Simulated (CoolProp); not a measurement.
A Linde-Hampson liquefier for oxygen: isothermal reversible compression at 300 K from 1 atm to 15 MPa, throttling to 1 atm, return gas leaving the recuperator 5 K below the feed. Each further row changes one setting.

Model: reference Helmholtz-energy equation of state, Schmidt 1985, in CoolProp.

| case | liquid yield per pass | compression work (kJ/kg of gas) |
|---|---|---|
| as stated | 0.073 | 384 |
| high pressure 30 MPa | 0.127 | 435 |
| warm-end temperature 330 K | 0.053 | 425 |
| warm-end gap 10 K | 0.062 | 384 |

Above 300 K oxygen's equation is extrapolated.
